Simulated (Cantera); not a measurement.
# Reactions in the system Cl-H-Li-N

Source: NASA polynomial tables (part measured, part estimated), evaluated in Cantera. Values are per mole of reaction as written; species without (g) are pure solids or liquids, kept so even where they would boil at 1 bar.

3 LiCl(g) + NH₃(g) ⇌ 3 Li + 3 HCl(g) + N(g)

| T (K) | ΔH° (kJ) | ΔS° (J/K) | ΔG° (kJ) | log10 K | condensed phases |
|---|---|---|---|---|---|
| 300 | 828.9 | -29.9 | 837.9 | -145.88 | Li(s) |
| 548 | 850.0 | 19.2 | 839.5 | -80.02 | Li(l) |
| 573 | 851.1 | 21.2 | 839.0 | -76.48 | Li(l) |
| 598 | 852.3 | 23.1 | 838.4 | -73.23 | Li(l) |
| 623 | 853.3 | 24.9 | 837.8 | -70.24 | Li(l) |
| 648 | 854.4 | 26.6 | 837.2 | -67.48 | Li(l) |
| 673 | 855.4 | 28.2 | 836.5 | -64.92 | Li(l) |
| 698 | 856.4 | 29.6 | 835.8 | -62.54 | Li(l) |
| 723 | 857.4 | 31.0 | 835.0 | -60.33 | Li(l) |
